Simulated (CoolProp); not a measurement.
Computed with CoolProp (reference Helmholtz-energy equation of state, Thol 2017).

### Question
Give the vapour pressure (MPa), vapour density (kg/m³), liquid cp (kJ/(kg K)) of saturated decamethyltetrasiloxane (MD2M) at 388.7 K.

### Answer
| T (K) | p (MPa) | vapour density (kg/m³) | liquid cp (kJ/(kg K)) |
|---|---|---|---|
| 388.7 | 0.00880 | 0.856 | 1.94 |
